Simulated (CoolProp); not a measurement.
Properties of R141b along the isotherm 226.85 °C (Tc = 204.4 °C, pc = 42.12 bar, ω = 0.220).

Model: reference Helmholtz-energy equation of state, Lemmon 2006, in CoolProp. It is a short technical equation, of lower accuracy than the large ones.

```tsv
p (bar)	phase	density (kg/m³)	cv (kJ/(kg K))	speed of sound (m/s)	expansivity (1/kK)	viscosity (µPa s)
14	gas	43.78	0.9428	178.9	2.845	15.8
28.1	gas	101.9	0.9681	157.7	4.629	16.7
42.1	gas	194.1	1.008	130.5	10.33	19.5
56.2	supercritical	447.3	1.059	115.3	36.19	33.7
70.2	supercritical	644.0	1.017	176.2	12.67	54.2
84.2	supercritical	711.9	1.002	224.9	7.517	64.5
98.3	supercritical	752.9	0.9956	261.6	5.618	71.9
112	supercritical	781.9	0.9919	290.7	4.637	77.8
126	supercritical	805.5	0.9895	316.2	4.002	83.1
140	supercritical	825.2	0.9878	338.8	3.559	87.8
154	supercritical	842.2	0.9867	359.1	3.230	92.1
168	supercritical	857.2	0.9859	377.7	2.974	96.2
183	supercritical	871.6	0.9853	396.1	2.754	100
197	supercritical	883.7	0.9850	412.2	2.586	104
211	supercritical	894.9	0.9848	427.2	2.444	107
```

Viscosity comes from a separate model (Huber 2003), an estimate that may be off by 10 % or more.
